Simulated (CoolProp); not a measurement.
Ethylene along the isotherm 51.25 °C: density (kg/m³) from the reference equation and from simpler models built on Tc = 9.2 °C, pc = 5042 kPa, ω = 0.087; each cubic takes its own stable root.

Values from CoolProp's reference Helmholtz-energy equation of state, Smukala 2000.

```tsv
p (kPa)	phase	reference	ideal gas	Peng-Robinson
1050	gas	11.46	10.92	11.54
2100	gas	24.15	21.84	24.51
3150	gas	38.44	32.76	39.27
4200	gas	54.81	43.68	56.34
5250	supercritical	73.99	54.61	76.38
6300	supercritical	97.04	65.53	100.2
7350	supercritical	125.3	76.45	128.6
8400	supercritical	159.4	87.37	160.8
9450	supercritical	196.6	98.29	193.8
10500	supercritical	230.5	109.2	223.8
11600	supercritical	258.7	120.7	250.3
12600	supercritical	278.6	131.1	270.5
```
